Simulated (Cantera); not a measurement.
Input: 1 mol SiH2Cl2, 96 mol N2, 1.2 mol H2, equilibrated at 1752 °C and 0.158 Torr.

Cantera equilibrium calculation (NASA polynomials, part measured and part estimated; ideal gas, pure solids and liquids). Candidate condensed phases: NH4Cl, Si, Si3N4; 28 gas species. The tables' values for SiCl, SiN are old estimates; treat these amounts as uncertain. Rates play no part.

Base state: N2 0.948, H 0.0135, H2 0.0103, HCl 0.00924, Cl 0.00896, Si 0.00890, SiCl2 0.000617, SiCl 0.000309 (mole fractions); condensed: gas only.

Task: What changes in the equilibrium state with this change: SiH2Cl2 replaced by SiH4?

Result: 
```tsv
species	before	after
N2	0.948	0.949
H2	0.0103	0.0218
H	0.0135	0.0196
HCl	0.00924	0
Cl	0.00896	0
Si	0.00890	0.00982
SiCl2	0.000617	0
SiCl	0.000309	0
```
The tables' values for SiN are old estimates; treat these amounts as uncertain.

Task: What changes in the equilibrium state with this change: SiH2Cl2 replaced by trisilylamine?

Result: 
```
species    before   after
-------  --------  ------
N2          0.948   0.905
H2         0.0103  0.0401
Si        0.00890  0.0279
H          0.0135  0.0266
HCl       0.00924       0
Cl        0.00896       0
SiCl2    0.000617       0
SiCl     0.000309       0
```
The feed counts by its element totals alone. The tables' values for SiN are old estimates; treat these amounts as uncertain.
